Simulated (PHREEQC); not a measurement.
Make-up at 25 °C: 0.017 mol/kgw HF, 0.0028 mol/kgw H2SiF6, 0.00074 mol/kgw H3BO3 and 0.43 mol/kgw H2SO4. Closed to the air; pH follows from the charge balance.

Computed with PHREEQC (ion-association model, wateq4f.dat).

```
quantity                    before     after
------------------------  --------  --------
pH                            0.44      0.44
ionic strength (mol/kgw)     0.512     0.513
HF (mol/kgw)                0.0134   0.00891
BF4- (mol/kgw)            0.000662   0.00244
H2F2 (mol/kgw)            0.000529  0.000233
H3BO3 (mol/kgw)            6.07e-5   0.00116
SI of Quartz (SiO2)          -0.35     +0.66
```

**Question.** What was changed between the two runs?
A) H3BO3 from 0.00074 to 0.0037 mol/kgw
B) H2SiF6 from 0.0028 to 0.0014 mol/kgw
C) H2SiF6 replaced by Na2SiF6 at the same molality
D) 0.056 mol/kgw NaCl added
E) H3BO3 from 0.00074 to 0.00148 mol/kgw

**Answer.** A, H3BO3 from 0.00074 to 0.0037 mol/kgw

This is a speciation only: nothing precipitates in the calculation. Some of these states are supersaturated (in Quartz (slow to form), Chalcedony (slow to form), for instance). SiF6-2 is the database's only silicon fluoride. Real BF4- forms and hydrolyses slowly; the run takes it at equilibrium.
